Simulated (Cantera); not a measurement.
Feed: 1 mol BN, 0.46 mol O2, 59 mol N2, equilibrated at 0.000290 bar.

Method: chemical equilibrium by Gibbs-energy minimisation in Cantera with the NASA 1993 tables (ideal gas, pure condensed phases). Candidate condensed phases: B, BN, B2O3; 17 gas species. Mutual solubility and eutectic melting of coexisting phases are not modelled. The numbers say what is thermodynamically allowed, not how fast it happens.

x: gas mole fraction; n: condensed amount in mol.

| T (°C) | x N2 | x B2O3 | x B2O2 | x BO | x BO2 | n BN(s) | n B2O3(l) |
|---|---|---|---|---|---|---|---|
| 925 | 1.000 | 2.97e-5 | 2.15e-7 | ? | 1.30e-10 | 0.387 | 0.305 |
| 975 | 1.000 | 0.000143 | 1.80e-6 | ? | 8.04e-10 | 0.387 | 0.298 |
| 1025 | 0.999 | 0.000607 | 1.27e-5 | ? | 4.30e-9 | 0.386 | 0.270 |
| 1075 | 0.998 | 0.00230 | 7.73e-5 | ? | 2.03e-8 | 0.383 | 0.166 |
| 1125 | 0.995 | 0.00493 | 0.000301 | ? | 6.21e-8 | 0.374 | 0 |
| 1175 | 0.995 | 0.00467 | 0.000640 | ? | 1.06e-7 | 0.359 | 0 |
| 1225 | 0.994 | 0.00419 | 0.00125 | ? | 1.69e-7 | 0.330 | 0 |

Task: What belongs in the gaps?

Result: 
- 925, x BO: 4.97e-8
- 975, x BO: 3.54e-7
- 1025, x BO: 2.16e-6
- 1075, x BO: 1.15e-5
- 1125, x BO: 4.64e-5
- 1175, x BO: 0.000131
- 1225, x BO: 0.000340
